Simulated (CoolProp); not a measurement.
R141b along the isobar 18800 kPa: Z from the reference equation and from simpler models built on Tc = 204.4 °C, pc = 4212 kPa, ω = 0.220; each cubic takes its own stable root.

Values from CoolProp's reference Helmholtz-energy equation of state, Lemmon 2006. It is a short technical equation, of lower accuracy than the large ones.

```tsv
T (°C)	phase	reference	Redlich-Kwong	Peng-Robinson
15.35	liquid	0.7136	0.7820	0.6851
34.65	liquid	0.6860	0.7505	0.6563
53.85	liquid	0.6629	0.7243	0.6326
73.05	liquid	…	…	0.6133
92.25	liquid	0.6279	0.6850	0.5979
111.55	liquid	0.6152	0.6708	0.5862
130.75	liquid	0.6057	0.6599	0.5781
149.95	liquid	…	…	0.5734
169.15	liquid	0.5954	0.6472	0.5723
188.45	liquid	0.5948	0.6452	0.5748
207.65	supercritical	0.5975	0.6459	…
226.85	supercritical	…	0.6494	0.5914
```

Q: Complete the blanks.

A: 
- 73.05, reference: 0.6437
- 73.05, Redlich-Kwong: 0.7027
- 149.95, reference: 0.5990
- 149.95, Redlich-Kwong: 0.6521
- 207.65, Peng-Robinson: 0.5811
- 226.85, reference: 0.6037
